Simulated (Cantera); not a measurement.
An isothermal, constant-pressure homogeneous reactor starts with 37.0 % C2H6, 63.0 % N2, at 2000 K and 750 Torr.

Detailed kinetics in Cantera: GRI-Mech 3.0 (53 species, 325 reactions). GRI-Mech 3.0 stops at C3 and has no aromatics, soot or wall deposition, so with more carbon than oxygen in the feed, carbon stays in small species such as C2H2 where larger ones or solid carbon would form.

x: mole fraction; the columns are a selection and need not sum to one.

```csv
t (s),x C2H6,x C2H,x H,x CH2,x H2
0.000300,?,8.35e-6,0.000825,6.14e-6,0.355
0.000627,?,8.77e-6,0.000892,4.62e-6,0.378
0.00131,?,9.22e-6,0.000958,3.07e-6,0.397
0.00274,?,9.58e-6,0.00101,1.81e-6,0.410
0.00573,?,9.81e-6,0.00104,9.77e-7,0.417
0.0120,?,9.92e-6,0.00106,5.35e-7,0.421
0.0250,?,9.96e-6,0.00106,3.54e-7,0.422
0.0524,1.29e-7,9.96e-6,0.00106,3.13e-7,0.422
0.109,1.28e-7,9.96e-6,0.00106,3.11e-7,0.422
0.229,1.28e-7,9.96e-6,0.00106,3.11e-7,0.422
0.478,1.27e-7,9.96e-6,0.00106,3.11e-7,0.422
1.00,1.27e-7,9.96e-6,0.00106,3.11e-7,0.422
```

**Question.** Fill in the missing entries.

**Answer.** 
- 0.000300, x C2H6: 7.93e-5
- 0.000627, x C2H6: 3.67e-5
- 0.00131, x C2H6: 1.30e-5
- 0.00274, x C2H6: 3.73e-6
- 0.00573, x C2H6: 9.93e-7
- 0.0120, x C2H6: 3.08e-7
- 0.0250, x C2H6: 1.54e-7
